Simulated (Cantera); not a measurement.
Equilibrium for silicon nitride deposition: SiH2Cl2 + NH3 + N2

A closed system holds: 1 mol SiH2Cl2, 0.25 mol NH3, a varied amount of N2, at 1577 °C and 750 Torr.

Equilibrium computed with Cantera from the NASA thermochemical tables; the gas is ideal and each condensed phase is pure. Candidate condensed phases: NH4Cl, Si, Si3N4; 28 gas species. The tables' values for SiCl3, SiCl are old estimates; treat these amounts as uncertain. Equilibrium is a limit: real reactors are often held back by kinetics, nucleation or transport.

```tsv
n(N2) (mol)	x N2	x HCl	x H2	x SiCl2	x SiCl3	x SiCl4	n Si3N4(s)
8.3	0.775	0.105	0.0801	0.0338	0.00509	0.00113	0.194
11	0.821	0.0843	0.0629	0.0270	0.00370	0.000747	0.196
15	0.863	0.0656	0.0476	0.0208	0.00255	0.000460	0.197
20	0.894	0.0513	0.0365	0.0162	0.00178	0.000287	0.198
27	0.919	0.0394	0.0275	0.0124	0.00120	0.000171	0.199
37	0.940	0.0296	0.0204	0.00935	0.000790	9.82e-5	0.200
50	0.955	0.0223	0.0152	0.00708	0.000523	5.69e-5	0.200
67	0.966	0.0169	0.0114	0.00538	0.000348	3.31e-5	0.200
90	0.974	0.0128	0.00852	0.00406	0.000229	1.90e-5	0.201
```
x: gas mole fraction; n: condensed amount in mol.

From 8.3 mol N2 to 90 mol N2 the condensed part is Si3N4(s). The main Si-bearing gas is SiCl2 throughout. The share of Si in condensed phases is highest at 90 mol N2 (60.2 %) and lowest at 8.3 mol N2 (58.2 %).
